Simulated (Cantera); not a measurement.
Feed: 1 mol Si3H8, 0.12 mol HCl, 12 mol H2, equilibrated at 2.60 mbar.

Equilibrium computed with Cantera from the NASA thermochemical tables; the gas is ideal and each condensed phase is pure. Candidate condensed phases: Si; 19 gas species. The feed counts by its element totals alone. The numbers say what is thermodynamically allowed, not how fast it happens.

Problem. At 952 °C, list the 3 most abundant gas species with their mole fractions, and the condensed phases.

Solution. H2 0.993, HCl 0.00719, SiCl2 0.000127. Condensed: Si(s).
